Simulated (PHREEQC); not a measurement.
Solution (90 °C): 30 mmol/kgw HCl, 0.11 mmol/kgw Al2(SO4)3 and 40 mmol/kgw Fe2(SO4)3. Closed to the air; pH follows from the charge balance.

Model: ion-association model, phreeqc.dat, run in PHREEQC.

```tsv
quantity	before	after
pH	2.06	2.04
ionic strength (mol/kgw)	0.185	0.100
HSO4- (mol/kgw)	0.0360	0.0186
SO4-2 (mol/kgw)	0.0216	0.00876
Al(SO4)2- (mol/kgw)	3.48e-5	1.80e-5
Al+3 (mol/kgw)	2.94e-5	4.52e-5
SI of Gibbsite (Al(OH)3)	-4.45	-4.20
```

Question: Which change was made?
A. temperature from 90 to 85 °C
B. Al2(SO4)3 from 0.00011 to 9.9e-05 mol/kgw
C. temperature from 90 to 55 °C
D. temperature from 90 to 60 °C
E. Fe2(SO4)3 replaced by MnSO4 at the same molality

Answer: E, Fe2(SO4)3 replaced by MnSO4 at the same molality

No solid was allowed to form. Some of these states are supersaturated (in Hematite (slow to form), Goethite (slow to form), for instance). Constants without temperature data keep their 25 °C values here.
